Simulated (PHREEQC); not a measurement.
A solution holds 99 mmol/kgw CdSO4, at 20 °C and 100 atm. Closed to the air; pH follows from the charge balance.

Computed with PHREEQC (ion-association model, phreeqc.dat).

Each row changes one thing in this solution. Precipitation was switched off in this run.

```json
[
 {"case": "as made", "pH": "6.00", "ionic strength (mol/kgw)": "0.204"},
 {"case": "temperature from 20 to 40 °C", "pH": "?", "ionic strength (mol/kgw)": "0.199"},
 {"case": "diluted 100-fold with water", "pH": "6.67", "ionic strength (mol/kgw)": "0.00358"},
 {"case": "CdSO4 from 0.099 to 0.109 mol/kgw", "pH": "5.98", "ionic strength (mol/kgw)": "0.223"},
 {"case": "CdSO4 replaced by Fe2(SO4)3 at the same molality", "pH": "?", "ionic strength (mol/kgw)": "0.291"},
 {"case": "CdSO4 replaced by CdCl2 at the same molality", "pH": "5.39", "ionic strength (mol/kgw)": "0.122"},
 {"case": "0.037 mol/kgw H2SO4 added", "pH": "1.48", "ionic strength (mol/kgw)": "0.249"}
]
```

Complete the blanks.


- temperature from 20 to 40 °C, pH: 5.77
- CdSO4 replaced by Fe2(SO4)3 at the same molality, pH: 2.46

Complexes and solids missing from the database can't appear. Some of these states are supersaturated (in Hematite (slow to form), Goethite (slow to form), for instance). Under pressure, the constants of complexes without a molar volume in the database are unreliable. Away from 25 °C the constants follow the database's enthalpies or fits; those with neither stay at their 25 °C values.
